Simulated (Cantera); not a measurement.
## Equilibrium for fluorocarbon and chlorocarbon gases: CH3Cl + H2

Input: 1 mol CH3Cl, 3.6 mol H2, held at 0.133 bar.

Method: chemical equilibrium by Gibbs-energy minimisation in Cantera with the NASA 1993 tables (ideal gas, pure condensed phases). Candidate condensed phases: C, C6H6, C7H8, C8H18; 91 gas species. Kinetics and transport are ignored.

| T (K) | x H2 | x HCl | x H | x Cl | x C2H2 (acetylene) | n C(graphite) |
|---|---|---|---|---|---|---|
| 1648 | 0.821 | 0.179 | 0.000221 | 3.77e-5 | 3.67e-5 | 0.999 |
| 1698 | 0.821 | 0.178 | 0.000359 | 6.07e-5 | 5.92e-5 | 0.999 |
| 1748 | 0.821 | 0.178 | 0.000567 | 9.51e-5 | 9.27e-5 | 0.998 |
| 1798 | 0.820 | 0.178 | 0.000873 | 0.000145 | 0.000142 | 0.998 |
| 1848 | 0.820 | 0.178 | 0.00131 | 0.000217 | 0.000211 | 0.997 |
| 1898 | 0.819 | 0.178 | 0.00194 | 0.000318 | 0.000308 | 0.996 |
| 1948 | 0.818 | 0.178 | 0.00280 | 0.000456 | 0.000441 | 0.995 |
| 1998 | 0.817 | 0.178 | 0.00397 | 0.000643 | 0.000619 | 0.993 |
| 2048 | 0.816 | 0.177 | 0.00554 | 0.000891 | 0.000855 | 0.990 |
| 2098 | 0.813 | 0.177 | 0.00760 | 0.00121 | 0.00116 | 0.987 |
| 2148 | 0.811 | 0.176 | 0.0103 | 0.00163 | 0.00155 | 0.982 |
| 2198 | 0.807 | 0.175 | 0.0137 | 0.00216 | 0.00205 | 0.977 |
| 2248 | 0.803 | 0.174 | 0.0180 | 0.00283 | 0.00266 | 0.970 |
| 2298 | 0.797 | 0.173 | 0.0234 | 0.00365 | 0.00341 | 0.961 |
x: gas mole fraction; n: condensed amount in mol.

From 1648 K to 2298 K the condensed part is C(graphite). The main C-bearing gas is CH4 at 1648 K and C2H2 (acetylene) at 2298 K.
